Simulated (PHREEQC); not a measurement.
Dissolve 0.0017 mol/kgw H2SO4, 0.008 mol/kgw NaCl and 0.044 mol/kgw MgCl2 at 70 °C. Closed to the air; pH follows from the charge balance.

Computed with PHREEQC (ion-association model, wateq4f.dat).

```
quantity                           before     after
-------------------------------  --------  --------
pH                                   2.58      2.60
ionic strength (mol/kgw)            0.140    0.0119
SO4-2 (mol/kgw)                  0.000415   0.00109
HSO4- (mol/kgw)                  0.000134  0.000581
NaSO4- (mol/kgw)                  6.39e-6   3.44e-5
SI of Halite (NaCl)                 -5.06     -5.97
SI of Mirabilite (Na2SO4:10H2O)     -9.07     -8.19
```

Which change was made?
A) temperature from 70 to 65 °C
B) NaCl from 0.008 to 0.0016 mol/kgw
C) MgCl2 left out
D) 0.026 mol/kgw NaHCO3 added
E) NaCl from 0.008 to 0.08 mol/kgw

C, MgCl2 left out

This is a speciation only: nothing precipitates in the calculation. At this temperature some constants are extrapolated from 25 °C, and those without enthalpy data are left unchanged.
